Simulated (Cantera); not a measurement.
A perfectly stirred reactor is fed with CH₄ : C₂H₆ : O₂ : N₂ = 1 : 0.093 : 1.29 : 4.86 (molar parts), at 101000 Pa; it is adiabatic with a 323 K inlet, and is followed from long to short residence time, starting on the burning branch (τ in s: 0.11, 0.043, 0.017, 0.0068, 0.0027, 0.0011, 0.00043, 0.00017, 6.8e-05).

Detailed kinetics in Cantera: GRI-Mech 3.0 (53 species, 325 reactions).

### Question
Predict: blow-out, bracketed by the residence times tried; x(CH₄) at τ = 0.110 s; x(C₂H₆) at τ = 0.110 s; x(O₂) at τ = 0.110 s; x(CH₂O) at τ = 0.110 s; x(CH₄) at τ = 2.70 ms; x(C₂H₆) at τ = 2.70 ms; x(O₂) at τ = 2.70 ms.

### Answer
```
Property                                                                       Value
------------------------------------------------  ----------------------------------
blow-out, bracketed by the residence times tried  burning at 6.80 ms, out at 2.70 ms
x(CH₄) at τ = 0.110 s                                                        0.00909
x(C₂H₆) at τ = 0.110 s                                                       1.55e-5
x(O₂) at τ = 0.110 s                                                        0.000871
x(CH₂O) at τ = 0.110 s                                                       6.92e-6
x(CH₄) at τ = 2.70 ms                                                          0.138
x(C₂H₆) at τ = 2.70 ms                                                        0.0128
x(O₂) at τ = 2.70 ms                                                           0.178
```
